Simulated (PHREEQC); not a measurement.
## Silver or lead bath: an equilibrium model

Dissolve 0.0049 mol/kgw PbCl2 and 0.062 mol/kgw Na2SO4 at 20 °C. Closed to the air; pH follows from the charge balance.

The numbers come from PHREEQC with the ion-association model, wateq4f.dat.

Each row changes one thing in this solution. No solid was allowed to form.

```json
[
 {"case": "as made", "pH": "5.75", "ionic strength (mol/kgw)": "0.169", "HSO4- (mol/kgw)": "3.24e-6", "SI of Mirabilite (Na2SO4:10H2O)": "-2.60"},
 {"case": "PbCl2 left out", "pH": "7.27", "ionic strength (mol/kgw)": "0.168", "HSO4- (mol/kgw)": "___", "SI of Mirabilite (Na2SO4:10H2O)": "-2.57"},
 {"case": "PbCl2 from 0.0049 to 0.00245 mol/kgw", "pH": "5.92", "ionic strength (mol/kgw)": "0.168", "HSO4- (mol/kgw)": "2.28e-6", "SI of Mirabilite (Na2SO4:10H2O)": "-2.58"},
 {"case": "PbCl2 from 0.0049 to 0.00049 mol/kgw", "pH": "6.28", "ionic strength (mol/kgw)": "0.168", "HSO4- (mol/kgw)": "___", "SI of Mirabilite (Na2SO4:10H2O)": "-2.57"},
 {"case": "PbCl2 from 0.0049 to 0.00539 mol/kgw", "pH": "5.72", "ionic strength (mol/kgw)": "0.169", "HSO4- (mol/kgw)": "___", "SI of Mirabilite (Na2SO4:10H2O)": "-2.60"}
]
```

Q: Complete the blanks.

A: 
- PbCl2 left out, HSO4- (mol/kgw): 1.06e-7
- PbCl2 from 0.0049 to 0.00049 mol/kgw, HSO4- (mol/kgw): 1.02e-6
- PbCl2 from 0.0049 to 0.00539 mol/kgw, HSO4- (mol/kgw): 3.40e-6

Species that the database lacks are ignored. Some of these states are supersaturated (in Anglesite, Larnakite, for instance).
